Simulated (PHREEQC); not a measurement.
Solution (25 °C): 0.13 mol/kgw CuCl2, 0.14 mol/kgw HBF4 and 0.023 mol/kgw Na2SO4. Closed to the air; pH follows from the charge balance.

Computed with PHREEQC (ion-association model, wateq4f.dat).

Precipitation was switched off in this run.

Estimate the pH, ionic strength, activity of water.

pH 1.02; ionic strength 0.514 mol/kgw; activity of water 0.988.

In which forms is F present?

BF4- 96 %, HF 2.5 %, BF3OH- 1.7 % of the F.

Real BF4- forms and hydrolyses slowly; the run takes it at equilibrium.
